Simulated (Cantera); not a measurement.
## Pyrogenic steam for wet oxidation

An isothermal, constant-pressure homogeneous reactor starts with 32.6 % H2, 23.3 % O2, 44.2 % N2, at 1198 K and 0.415 atm.

Computed with Cantera and GRI-Mech 3.0 (53 species, 325 reactions). The temperature is held fixed by assumption; the heat of reaction is taken as removed at once.

```
t (s)         x H2    x O2       x H    x H2O      x OH     x NO    x HO2
--------  --------  ------  --------  -------  --------  -------  -------
7.00e-6      0.326   0.233   2.78e-8  1.89e-8   2.44e-9   <1e-12  1.61e-8
2.56e-5      0.326   0.233   2.46e-6  3.02e-6   2.27e-7   <1e-12  2.50e-7
9.36e-5     0.0516   0.110    0.0766    0.258   0.00830  3.31e-6  7.52e-5
0.000343   0.00261  0.0840  0.000400    0.385   0.00110  6.35e-6  4.56e-5
0.00125   0.000218  0.0833   7.02e-6    0.388  0.000260  6.26e-6  8.92e-6
0.00458    1.48e-5  0.0833   2.07e-7    0.389   9.19e-5  6.21e-6  9.31e-7
0.0168     1.16e-6  0.0833   1.07e-8    0.389   3.84e-5  6.28e-6  1.26e-7
0.0613     2.08e-7  0.0833   1.11e-9    0.389   1.83e-5  6.34e-6  2.94e-8
0.224      5.62e-8  0.0833  1.68e-10    0.389   9.57e-6  6.35e-6  1.20e-8
0.820      2.76e-8  0.0833  5.48e-11    0.389   6.12e-6  6.34e-6  1.03e-8
3.00       2.55e-8  0.0833  4.73e-11    0.389   5.69e-6  6.34e-6  1.04e-8
```
x: mole fraction; the columns are a selection and need not sum to one.

Equilibrium at this temperature and pressure: H2 2.55e-8, O2 0.0833, H 4.72e-11, H2O 0.389, OH 5.68e-6, NO 9.98e-5, HO2 1.04e-8 (gas phase only).
